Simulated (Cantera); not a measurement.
# Transport properties of process gases

Gas mixture: 7.43 % CO2, 23.3 % C2H2, 37.1 % H2, 32.2 % C2H6, at 0.000326 atm, frozen composition.

Cantera's kinetic-theory transport with the Lennard-Jones parameters of GRI-Mech 3.0, ideal gas; thermal conductivity in the mixture-averaged form. The composition is frozen, though it would react at the higher temperatures.

| T (K) | ρ (kg/m³) | cp (J/kg/K) | μ (µPa s) | λ (mW/m/K) | Pr | D (cm²/s) CO2 | D (cm²/s) C2H2 | D (cm²/s) H2O |
|---|---|---|---|---|---|---|---|---|
| 400 | 0.000196 | 2359 | 14.1 | 78.2 | 0.426 | 897 | 1010 | 1230 |
| 600 | 0.000131 | 2869 | 19.7 | 117 | 0.482 | 1880 | 2110 | 2670 |
| 800 | 9.80e-5 | 3256 | 24.5 | 155 | 0.515 | 3120 | 3490 | 4540 |
| 1000 | 7.84e-5 | 3570 | 28.7 | 191 | 0.536 | 4600 | 5130 | 6790 |
| 1200 | 6.53e-5 | 3818 | 32.6 | 227 | 0.548 | 6280 | 7000 | 9360 |
| 1400 | 5.60e-5 | 4016 | 36.2 | 261 | 0.556 | 8150 | 9080 | 12200 |
| 1600 | 4.90e-5 | 4174 | 39.6 | 295 | 0.560 | 10200 | 11400 | 15400 |
| 1800 | 4.36e-5 | 4300 | 42.8 | 327 | 0.562 | 12400 | 13800 | 18800 |
| 2000 | 3.92e-5 | 4400 | 45.9 | 358 | 0.563 | 14800 | 16500 | 22500 |
D: mixture-averaged diffusion coefficient of that species in the mixture.
